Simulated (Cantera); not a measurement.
Feed: 1 mol SiF4, 1.8 mol O3, 2.6 mol H2, at 56.0 mbar.

Equilibrium computed with Cantera from the NASA thermochemical tables; the gas is ideal and each condensed phase is pure. Candidate condensed phases: H2O, Si, SiO2; 38 gas species. The tables hold silica as quartz up to 1696 K and as liquid above; real silica turns to tridymite and cristobalite and melts near 1996 K. Gases not in the tables: Si(OH)4. Rates play no part.

Problem. At 1273 K, list the 5 most abundant gas species with their mole fractions, and the condensed phases.

Solution. HF 0.537, O2 0.242, H2O 0.182, SiF4 0.0390, OH 2.19e-5. Condensed: SiO2(β-quartz).
